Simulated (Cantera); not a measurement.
**Equilibrium for fluorocarbon and chlorocarbon gases: CH3F + CH4 + H2**

Input: 1 mol CH3F, 0.049 mol CH4, 2.2 mol H2, at 0.443 Torr.

Equilibrium computed with Cantera from the NASA thermochemical tables; the gas is ideal and each condensed phase is pure. Candidate condensed phases: C, C6H6, C7H8, C8H18; 95 gas species. Rates play no part.

| T (°C) | x H | x H2 | x HF | x C3 | x C | x F | n C(graphite) |
|---|---|---|---|---|---|---|---|
| 2100 | 0.377 | 0.431 | 0.188 | 0.000105 | 4.48e-5 | 0.000243 | 1.02 |
| 2150 | 0.445 | 0.371 | 0.180 | 0.000244 | 9.46e-5 | 0.000367 | 1.01 |
| 2200 | 0.512 | 0.311 | 0.172 | 0.000551 | 0.000194 | 0.000552 | 0.999 |
| 2250 | 0.576 | 0.254 | 0.164 | 0.00120 | 0.000386 | 0.000828 | 0.980 |
| 2300 | 0.634 | 0.201 | 0.157 | 0.00254 | 0.000748 | 0.00124 | 0.945 |
| 2350 | 0.683 | 0.155 | 0.149 | 0.00521 | 0.00141 | 0.00186 | 0.877 |
| 2400 | 0.720 | 0.117 | 0.142 | 0.0104 | 0.00261 | 0.00280 | 0.743 |
| 2450 | 0.744 | 0.0852 | 0.135 | 0.0202 | 0.00470 | 0.00419 | 0.481 |
| 2500 | 0.753 | 0.0605 | 0.126 | 0.0373 | 0.00822 | 0.00621 | 0 |
| 2550 | 0.771 | 0.0446 | 0.120 | 0.0357 | 0.0114 | 0.00912 | 0 |
| 2600 | 0.783 | 0.0328 | 0.113 | 0.0335 | 0.0155 | 0.0132 | 0 |
| 2650 | 0.792 | 0.0241 | 0.105 | 0.0308 | 0.0208 | 0.0185 | 0 |
| 2700 | 0.797 | 0.0177 | 0.0959 | 0.0276 | 0.0273 | 0.0254 | 0 |
x: gas mole fraction; n: condensed amount in mol.

From 2100 °C to 2450 °C the condensed part is C(graphite). From 2500 °C to 2700 °C nothing is condensed. The main C-bearing gas is C2H2 (acetylene) at 2100 °C and C3 at 2700 °C.
